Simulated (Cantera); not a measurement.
# Formation from one mole of O₂

Cantera with NASA thermochemical tables; ideal gases at 1 bar, condensed phases pure. Values are per mole of reaction as written; species without (g) are pure solids or liquids, kept so even where they would boil at 1 bar.

C + O₂(g) = CO₂(g)

| T (K) | ΔH° (kJ) | ΔS° (J/K) | ΔG° (kJ) | log10 K |
|---|---|---|---|---|
| 1748 | -396.2 | 0.1 | -396.3 | 11.84 |
| 1798 | -396.3 | 0.0 | -396.3 | 11.51 |
| 1848 | -396.5 | -0.1 | -396.3 | 11.20 |
| 1898 | -396.6 | -0.1 | -396.3 | 10.91 |
| 1948 | -396.7 | -0.2 | -396.3 | 10.63 |
| 1998 | -396.8 | -0.3 | -396.3 | 10.36 |
| 2048 | -397.0 | -0.3 | -396.3 | 10.11 |
| 2098 | -397.1 | -0.4 | -396.2 | 9.87 |
| 2148 | -397.2 | -0.5 | -396.2 | 9.64 |
| 2198 | -397.4 | -0.5 | -396.2 | 9.42 |
| 2248 | -397.5 | -0.6 | -396.2 | 9.21 |

2 Pb + O₂(g) = 2 PbO(g)

```json
[
 {"T (K)": "1748", "ΔH° (kJ)": "103.4", "ΔS° (J/K)": "95.8", "ΔG° (kJ)": "-64.1", "log10 K": "1.91"},
 {"T (K)": "1798", "ΔH° (kJ)": "102.4", "ΔS° (J/K)": "95.2", "ΔG° (kJ)": "-68.8", "log10 K": "2.00"},
 {"T (K)": "1848", "ΔH° (kJ)": "101.5", "ΔS° (J/K)": "94.7", "ΔG° (kJ)": "-73.6", "log10 K": "2.08"},
 {"T (K)": "1898", "ΔH° (kJ)": "100.5", "ΔS° (J/K)": "94.2", "ΔG° (kJ)": "-78.3", "log10 K": "2.15"},
 {"T (K)": "1948", "ΔH° (kJ)": "99.6", "ΔS° (J/K)": "93.7", "ΔG° (kJ)": "-83.0", "log10 K": "2.23"},
 {"T (K)": "1998", "ΔH° (kJ)": "98.6", "ΔS° (J/K)": "93.2", "ΔG° (kJ)": "-87.7", "log10 K": "2.29"},
 {"T (K)": "2048", "ΔH° (kJ)": "97.7", "ΔS° (J/K)": "92.8", "ΔG° (kJ)": "-92.3", "log10 K": "2.35"},
 {"T (K)": "2098", "ΔH° (kJ)": "96.7", "ΔS° (J/K)": "92.3", "ΔG° (kJ)": "-97.0", "log10 K": "2.41"},
 {"T (K)": "2148", "ΔH° (kJ)": "95.7", "ΔS° (J/K)": "91.8", "ΔG° (kJ)": "-101.6", "log10 K": "2.47"},
 {"T (K)": "2198", "ΔH° (kJ)": "94.7", "ΔS° (J/K)": "91.4", "ΔG° (kJ)": "-106.1", "log10 K": "2.52"},
 {"T (K)": "2248", "ΔH° (kJ)": "93.7", "ΔS° (J/K)": "90.9", "ΔG° (kJ)": "-110.7", "log10 K": "2.57"}
]
```

Ta + O₂(g) = TaO₂(g)

```csv
T (K),ΔH° (kJ),ΔS° (J/K),ΔG° (kJ),log10 K
1748,-212.2,19.9,-247.0,7.38
1798,-212.7,19.6,-248.0,7.20
1848,-213.2,19.3,-248.9,7.04
1898,-213.7,19.0,-249.9,6.88
1948,-214.3,18.8,-250.8,6.73
1998,-214.8,18.5,-251.8,6.58
2048,-215.4,18.2,-252.7,6.44
2098,-216.0,17.9,-253.6,6.31
2148,-216.6,17.6,-254.5,6.19
2198,-217.2,17.4,-255.3,6.07
2248,-217.8,17.1,-256.2,5.95
```

1.333 B + O₂(g) = 0.6667 B₂O₃(g)

```csv
T (K),ΔH° (kJ),ΔS° (J/K),ΔG° (kJ),log10 K
1748,-563.3,-29.7,-511.5,15.28
1798,-563.7,-29.8,-510.0,14.82
1848,-564.0,-30.0,-508.5,14.37
1898,-564.4,-30.2,-507.0,13.95
1948,-564.7,-30.4,-505.5,13.55
1998,-565.1,-30.6,-504.0,13.18
2048,-565.5,-30.8,-502.4,12.81
2098,-565.9,-31.0,-500.9,12.47
2148,-566.3,-31.2,-499.3,12.14
2198,-566.7,-31.3,-497.8,11.83
2248,-567.1,-31.5,-496.2,11.53
```
